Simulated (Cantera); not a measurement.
Gas mixture: 22.2 % H₂O, 38.9 % NO, 38.9 % CO₂, at 0.132 atm, frozen composition.

Cantera's kinetic-theory transport with the Lennard-Jones parameters of GRI-Mech 3.0, ideal gas; thermal conductivity in the mixture-averaged form. Polar gases are described roughly by these parameters. The composition is frozen, though it would react at the higher temperatures.

D: mixture-averaged diffusion coefficient of that species in the mixture.

```json
[
 {"T (K)": "400", "ρ (kg/m³)": "0.131", "cp (J/kg/K)": "1077", "μ (µPa s)": "20.0", "λ (mW/m/K)": "30.3", "Pr": "0.709", "D (cm²/s) CO₂": "2.05", "D (cm²/s) CH₄": "?", "D (cm²/s) H₂O": "2.51"},
 {"T (K)": "650", "ρ (kg/m³)": "0.0809", "cp (J/kg/K)": "1201", "μ (µPa s)": "29.8", "λ (mW/m/K)": "50.4", "Pr": "0.709", "D (cm²/s) CO₂": "4.95", "D (cm²/s) CH₄": "?", "D (cm²/s) H₂O": "6.34"},
 {"T (K)": "900", "ρ (kg/m³)": "0.0584", "cp (J/kg/K)": "1296", "μ (µPa s)": "38.2", "λ (mW/m/K)": "70.1", "Pr": "0.706", "D (cm²/s) CO₂": "8.77", "D (cm²/s) CH₄": "?", "D (cm²/s) H₂O": "11.5"},
 {"T (K)": "1150", "ρ (kg/m³)": "0.0457", "cp (J/kg/K)": "1366", "μ (µPa s)": "45.7", "λ (mW/m/K)": "88.8", "Pr": "0.703", "D (cm²/s) CO₂": "13.4", "D (cm²/s) CH₄": "?", "D (cm²/s) H₂O": "17.7"},
 {"T (K)": "1400", "ρ (kg/m³)": "0.0376", "cp (J/kg/K)": "1419", "μ (µPa s)": "52.6", "λ (mW/m/K)": "107", "Pr": "0.700", "D (cm²/s) CO₂": "18.7", "D (cm²/s) CH₄": "?", "D (cm²/s) H₂O": "24.9"},
 {"T (K)": "1650", "ρ (kg/m³)": "0.0319", "cp (J/kg/K)": "1460", "μ (µPa s)": "59.0", "λ (mW/m/K)": "124", "Pr": "0.697", "D (cm²/s) CO₂": "24.7", "D (cm²/s) CH₄": "?", "D (cm²/s) H₂O": "33.1"},
 {"T (K)": "1900", "ρ (kg/m³)": "0.0277", "cp (J/kg/K)": "1492", "μ (µPa s)": "65.0", "λ (mW/m/K)": "140", "Pr": "0.695", "D (cm²/s) CO₂": "31.3", "D (cm²/s) CH₄": "?", "D (cm²/s) H₂O": "42.1"}
]
```

Task: Some entries are withheld; supply them.

Result: 
- 400, D (cm²/s) CH₄: 2.59
- 650, D (cm²/s) CH₄: 6.14
- 900, D (cm²/s) CH₄: 10.8
- 1150, D (cm²/s) CH₄: 16.3
- 1400, D (cm²/s) CH₄: 22.8
- 1650, D (cm²/s) CH₄: 30.0
- 1900, D (cm²/s) CH₄: 38.0
